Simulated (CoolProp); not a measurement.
Model: reference Helmholtz-energy equation of state, Lemmon 2013, in CoolProp.

Problem. Give the vapour pressure (MPa), liquid density (kg/m³), vapour density (kg/m³), surface tension (mN/m) of saturated propylene at 204.5, 216.3, 275.3 K.

Solution. 
| T (K) | p (MPa) | liquid density (kg/m³) | vapour density (kg/m³) | surface tension (mN/m) |
|---|---|---|---|---|
| 204.5 | 0.0348 | 635 | 0.875 | 19.8 |
| 216.3 | 0.0652 | 621 | 1.57 | 18.1 |
| 275.3 | 0.622 | 543 | 13.1 | 9.89 |

Surface tension comes from a separate correlation (Mulero 2012).
